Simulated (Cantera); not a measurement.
A freely propagating, adiabatic, planar premixed flame of 4.42 % C₃H₈, 20.1 % O₂, 75.5 % N₂, equivalence ratio 1.1, unburnt at 698 K and 100000 Pa; mixture-averaged transport, grid criteria slope 0.08 and curve 0.16, no radiation.

Model: GRI-Mech 3.0 (53 species, 325 reactions), integrated in Cantera. GRI-Mech 3.0 was tuned for natural gas; its chemistry of propane as a main component is partial and can be far from experiment. Burning velocities carry a grid error of a few per cent, more on coarse grids.

### Question
Predict: laminar burning velocity; thermal thickness; peak x(C₂H₆); peak x(H); peak x(H₂); peak x(OH).

### Answer
```
Quantity                    Result
------------------------  --------
laminar burning velocity  215 cm/s
thermal thickness         0.245 mm
peak x(C₂H₆)               0.00199
peak x(H)                   0.0146
peak x(H₂)                  0.0318
peak x(OH)                  0.0115
```
